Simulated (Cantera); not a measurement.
**Adiabatic ignition**

An adiabatic, constant-volume homogeneous reactor starts with CH4 : H2 : O2 : N2 = 1 : 0.044 : 1.84 : 8.46 (molar parts), at 1425 K and 60000 Pa.

Detailed kinetics in Cantera: GRI-Mech 3.0 (53 species, 325 reactions).

| t (s) | T (K) | P (bar) | x CH4 | x H2 | x O2 | x NO | x O |
|---|---|---|---|---|---|---|---|
| 1.00e-5 | 1425 | 0.600 | 0.0882 | 0.00388 | 0.162 | <1e-12 | 1.47e-9 |
| 1.94e-5 | 1425 | 0.600 | 0.0882 | 0.00388 | 0.162 | <1e-12 | 1.79e-9 |
| 3.75e-5 | 1425 | 0.600 | 0.0882 | 0.00388 | 0.162 | <1e-12 | 2.47e-9 |
| 7.25e-5 | 1425 | 0.600 | 0.0882 | 0.00388 | 0.162 | <1e-12 | 4.01e-9 |
| 0.000140 | 1425 | 0.600 | 0.0881 | 0.00388 | 0.162 | <1e-12 | 7.97e-9 |
| 0.000271 | 1425 | 0.600 | 0.0881 | 0.00388 | 0.162 | <1e-12 | 1.99e-8 |
| 0.000525 | 1425 | 0.600 | 0.0881 | 0.00388 | 0.162 | <1e-12 | 6.12e-8 |
| 0.00102 | 1426 | 0.601 | 0.0878 | 0.00389 | 0.162 | <1e-12 | 1.85e-7 |
| 0.00197 | 1435 | 0.604 | 0.0861 | 0.00410 | 0.161 | 1.19e-12 | 4.76e-7 |
| 0.00381 | 2796 | 1.24 | <1e-12 | 0.0230 | 0.0133 | 0.00236 | 0.00569 |
| 0.00737 | 2788 | 1.23 | <1e-12 | 0.0235 | 0.0115 | 0.00794 | 0.00502 |
| 0.0143 | 2788 | 1.23 | <1e-12 | 0.0235 | 0.0115 | 0.00802 | 0.00501 |
| 0.0276 | 2788 | 1.23 | <1e-12 | 0.0235 | 0.0115 | 0.00802 | 0.00501 |
| 0.0534 | 2788 | 1.23 | <1e-12 | 0.0235 | 0.0115 | 0.00802 | 0.00501 |
| 0.103 | 2788 | 1.23 | <1e-12 | 0.0235 | 0.0115 | 0.00802 | 0.00501 |
| 0.200 | 2788 | 1.23 | <1e-12 | 0.0235 | 0.0115 | 0.00802 | 0.00501 |
x: mole fraction; the columns are a selection and need not sum to one.

```json
{
  "time_of_steepest_temperature_rise": "3.39 ms",
  "temperature at 0.200 s": "2788 K",
  "equilibrium_temperature": "2788 K",
  "x(CH4) at 0.200 s": "<1e-12 (gas-phase equilibrium <1e-12)",
  "x(H2) at 0.200 s": "0.0235 (gas-phase equilibrium 0.0235)",
  "x(O2) at 0.200 s": "0.0115 (gas-phase equilibrium 0.0115)"
}
```
